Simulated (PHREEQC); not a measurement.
PHREEQC input (ion-association model, phreeqc.dat):

```
SOLUTION_MASTER_SPECIES
  Tma  Tma+  0  Tma  74.145  # tetramethylammonium, taken as a free cation
  Amm  AmmH+  0  AmmH  17.031  # ammonia with no redox link, constants of NH4+
SOLUTION_SPECIES
  Tma+ = Tma+
    -log_k 0
    -gamma 4.0 0
  AmmH+ = AmmH+
    -log_k 0
    -gamma 2.5 0
    -dw 1.98e-9
  AmmH+ = Amm + H+
    -log_k -9.252
    -delta_h 12.48 kcal
    -analytic 0.6322 -0.001225 -2835.76
    -dw 2.28e-9
  AmmH+ + SO4-2 = AmmHSO4-
    -log_k 1.11
PHASES
  Amm(g)
    Amm = Amm
    -log_k 1.7966
    -analytic -18.758 3.3670e-4 2.5113e3 4.8619 39.192
    -T_c 405.6
    -P_c 111.3
    -Omega 0.25
EXCHANGE_SPECIES
  AmmH+ + X- = AmmHX
    -log_k 0.6
    -gamma 2.5 0
    -delta_h -2.4
SOLUTION 1
  temp 25
  units mol/kgw
  pH 7 charge
  Na 0.24
  Si 4.2e-07
  Cl 0.00071
  Tma 0.00071
SOLUTION 2
  temp 25
  units mol/kgw
  pH 7 charge
  B 0.0064
  Amm 5.6e-05
  Cl 0.066
  Na 0.066
END
SELECTED_OUTPUT 1
  -reset false
  -pH true
  -pe true
  -ionic_strength true
  -water true
  -totals Amm B Cl Na Si Tma
  -molalities H+ Na+ H4SiO4 Cl- H3BO3 OH- O2 H2BO3- NaOH H3SiO4-
    H2SiO4-2 AmmH+ Amm Tma+
  -equilibrium_phases Quartz Halite
PRINT
  -reset false
MIX 1
  1 1
  2 0
EQUILIBRIUM_PHASES 1
  Quartz 0 0
  Halite 0 0
  O2(g) -0.68 10
END
# ... the last block is repeated for the other 20 points of share of solution B
```

Selected output (columns that matter, 14 of 21 rows; share of solution B added in front):

```
share of solution B	pH	mu	Amm	B	Cl	Na	Si	Tma	m_H+	m_Na+	m_Cl-	m_H3BO3	m_OH-	m_H2BO3-
0	13.219	0.24071	0	0	0.00071	0.24	4.2e-07	0.00071	7.6483e-14	0.24	0.00071	0	0.24	0
0.1	13.175	0.22324	5.5999e-06	0.00063999	0.0072389	0.2226	3.78e-07	0.00063899	8.4231e-14	0.2226	0.0072389	5.239e-08	0.21536	0.00063994
0.15	13.151	0.2145	8.3999e-06	0.00095998	0.010503	0.2139	3.5699e-07	0.00060349	8.8784e-14	0.2139	0.010503	8.3327e-08	0.20304	0.0009599
0.25	13.099	0.19703	1.4e-05	0.0016	0.017032	0.19649	3.1499e-07	0.00053248	9.9712e-14	0.19649	0.017032	1.5796e-07	0.17839	0.0015998
0.3	13.07	0.18829	1.6799e-05	0.0019199	0.020296	0.18779	2.9399e-07	0.00049698	1.0635e-13	0.18779	0.020296	2.0356e-07	0.16607	0.0019197
0.4	13.005	0.17082	2.2399e-05	0.0025599	0.026825	0.17039	2.5199e-07	0.00042598	1.2301e-13	0.17039	0.026825	3.1851e-07	0.14143	0.0025596
0.45	12.968	0.16208	2.5199e-05	0.0028799	0.030089	0.16169	2.3099e-07	0.00039048	1.3366e-13	0.16169	0.030089	3.9242e-07	0.12911	0.0028795
0.55	12.881	0.14461	3.0798e-05	0.0035198	0.036617	0.14429	1.8899e-07	0.00031948	1.6231e-13	0.14429	0.036617	5.9243e-07	0.10447	0.0035192
0.6	12.829	0.13587	3.3598e-05	0.0038397	0.039881	0.13559	1.6799e-07	0.00028398	1.8227e-13	0.13559	0.039881	7.3252e-07	0.092154	0.003839
0.7	12.7	0.1184	3.9197e-05	0.0044796	0.046409	0.11819	1.2599e-07	0.00021298	2.4369e-13	0.11819	0.046409	1.1659e-06	0.067516	0.0044785
0.75	12.616	0.10967	4.1996e-05	0.0047996	0.049673	0.10949	1.0499e-07	0.00017748	2.947e-13	0.10949	0.049673	1.5277e-06	0.055197	0.0047981
0.85	12.367	0.092198	4.7595e-05	0.0054395	0.056201	0.092091	6.2994e-08	0.00010649	5.1895e-13	0.092091	0.056201	3.1255e-06	0.03056	0.0054363
0.9	12.146	0.083462	5.0395e-05	0.0057594	0.059465	0.083391	4.1996e-08	7.0993e-05	8.5699e-13	0.083391	0.059465	5.5408e-06	0.018244	0.0057539
1	7.0823	0.066056	5.6e-05	0.0064	0.066	0.066	0	0	9.8218e-08	0.066	0.066	0.0063444	1.5406e-07	5.565e-05
```

Complexes and solids missing from the database can't appear. (CH3)4N+ isn't in the database: it is added as a free cation with an ion size of 4 Å.
